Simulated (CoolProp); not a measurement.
Properties of methane along the isobar 3530 kPa (Tc = -82.6 °C, pc = 4599 kPa, ω = 0.011).

The numbers come from the reference Helmholtz-energy equation of state, Setzmann 1991 in CoolProp.

```
T (°C)    phase       Z  cp (kJ/(kg K))  expansivity (1/kK)  Prandtl number  fugacity coefficient
-------  ------  ------  --------------  ------------------  --------------  --------------------
-154.75  liquid  0.1383           3.488               3.512            2.06               0.05247
-148.05  liquid  0.1341           3.541               3.753            1.94               0.08103
-141.35  liquid  0.1307           3.606               4.046            1.85                0.1188
-134.65  liquid  0.1279           3.688               4.411            1.79                0.1667
-127.95  liquid  0.1259             [?]               4.880            1.76                0.2251
-121.15  liquid  0.1246           3.940                 [?]            1.74                0.2950
-114.45  liquid  0.1241           4.143               6.402            1.76                0.3741
-107.75  liquid  0.1249           4.454               7.765            1.82                0.4621
-101.05  liquid  0.1273           4.997               10.20            1.96                0.5574
-94.35   liquid  0.1334           6.304               16.31            2.34                0.6574
-87.65      gas  0.6029             [?]               28.60            1.62                0.7261
-80.85      gas  0.6754           4.222               17.65            1.24                0.7563
-74.15      gas  0.7233             [?]               13.52            1.12                   [?]
-67.45      gas  0.7597           3.258               11.20             [?]                0.8025
-60.75      gas  0.7888           3.043                 [?]           0.983                0.8211
```

Problem. What belongs in the gaps?

Solution. 
- -127.95, cp (kJ/(kg K)): 3.795
- -121.15, expansivity (1/kK): 5.515
- -87.65, cp (kJ/(kg K)): 5.963
- -74.15, cp (kJ/(kg K)): 3.598
- -74.15, fugacity coefficient: 0.7811
- -67.45, Prandtl number: 1.04
- -60.75, expansivity (1/kK): 9.674

Viscosity comes from a separate model (Quiñones-Cisneros 2006). Thermal conductivity comes from a separate model (Friend 1989).
